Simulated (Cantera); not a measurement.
## SiH2Cl2 + HCl + N2 (silicon epitaxy and polysilicon growth)

A closed system holds: 1 mol SiH2Cl2, 0.13 mol HCl, a varied amount of N2, at 625 °C and 5200 Pa.

These are equilibrium values from Cantera (NASA tables, ideal gas, pure condensed phases), not measurements of a reactor. Candidate condensed phases: NH4Cl, Si, Si3N4; 28 gas species. N2 is the only nitrogen source here; it is nearly inert below about 1500 K, so the nitride shown seldom forms there in practice. Kinetics and transport are ignored.

From 19 mol N2 to 110 mol N2 the condensed part is Si3N4(s). The main Si-bearing gas is SiCl4 throughout. The share of Si in condensed phases is highest at 110 mol N2 (86.3 %) and lowest at 19 mol N2 (80.3 %).

```csv
n(N2) (mol),log p N2,log p HCl,log p H2,log p SiCl4,log p SiHCl3,log p SiCl3,log p NH3,log p SiCl2,n Si3N4(s)
19,-1.33,-2.47,-3.00,-3.30,-6.39,-7.28,-8.07,-9.58,0.268
31,-1.31,-2.64,-3.24,-3.54,-6.69,-7.47,-8.43,-9.71,0.274
44,-1.30,-2.78,-3.42,-3.72,-6.92,-7.60,-8.69,-9.80,0.278
57,-1.30,-2.87,-3.55,-3.85,-7.08,-7.70,-8.89,-9.87,0.281
69,-1.30,-2.95,-3.65,-3.95,-7.21,-7.78,-9.03,-9.92,0.283
82,-1.29,-3.02,-3.74,-4.04,-7.32,-7.85,-9.17,-9.97,0.285
95,-1.29,-3.07,-3.82,-4.12,-7.42,-7.90,-9.28,-10.00,0.286
110,-1.29,-3.13,-3.89,-4.20,-7.51,-7.96,-9.40,-10.04,0.288
```
log p: log10 of the partial pressure in bar; n: condensed amount in mol.
